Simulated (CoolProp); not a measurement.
Hydrogen chloride along the isobar 218 bar: Z from the reference equation and from simpler models built on Tc = 324.7 K, pc = 83.14 bar, ω = 0.130; each cubic takes its own stable root.

Values from CoolProp's reference Helmholtz-energy equation of state, Thol 2018.

| T (K) | phase | reference |
|---|---|---|
| 294.1 | liquid | 0.3472 |
| 322.8 | liquid | 0.3552 |
| 351.6 | supercritical | 0.3867 |
| 380.3 | supercritical | 0.4651 |
| 409.1 | supercritical | 0.5888 |
| 437.9 | supercritical | 0.6932 |
| 466.6 | supercritical | 0.7658 |
| 495.4 | supercritical | 0.8180 |
| 524.1 | supercritical | 0.8570 |
| 552.9 | supercritical | 0.8872 |
| 581.6 | supercritical | 0.9111 |

Task: How far does each simpler model (van der Waals, Redlich-Kwong, Soave-Redlich-Kwong) lie from the reference over these 11 states: mean and median of the absolute difference, and the worst?

Result: 
- van der Waals: mean 18.0 %, median 5.9 %, worst +55.3 % at 294.1 K and 218 bar
- Redlich-Kwong: mean 7.3 %, median 1.9 %, worst +19.8 % at 351.6 K and 218 bar
- Soave-Redlich-Kwong: mean 12.3 %, median 9.5 %, worst +22.4 % at 351.6 K and 218 bar
